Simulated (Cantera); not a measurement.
Feed: 1 mol c-C4F8, 2.6 mol F2, at 0.100 bar.

Equilibrium computed with Cantera from the NASA thermochemical tables; the gas is ideal and each condensed phase is pure. Candidate condensed phases: C; 23 gas species. Ions and electrons are included (thermal ionisation). The feed counts by its element totals alone. Gases not in the tables: C2F6 and larger saturated fluorocarbons. Kinetics and transport are ignored.

Question: Which condensed phases are stable at each of these points (T (K)): 3000, 3500, 4000, 4500, 5000?

Answer: 
```json
[
 {"T (K)": "3000", "condensed phases": "C(graphite)", "C condensed (%)": "8.4"},
 {"T (K)": "3500", "condensed phases": "gas only", "C condensed (%)": "0.0"},
 {"T (K)": "4000", "condensed phases": "gas only", "C condensed (%)": "0.0"},
 {"T (K)": "4500", "condensed phases": "gas only", "C condensed (%)": "0.0"},
 {"T (K)": "5000", "condensed phases": "gas only", "C condensed (%)": "0.0"}
]
```

At 3000 K the condensed part is C(graphite). From 3500 K to 5000 K nothing is condensed.
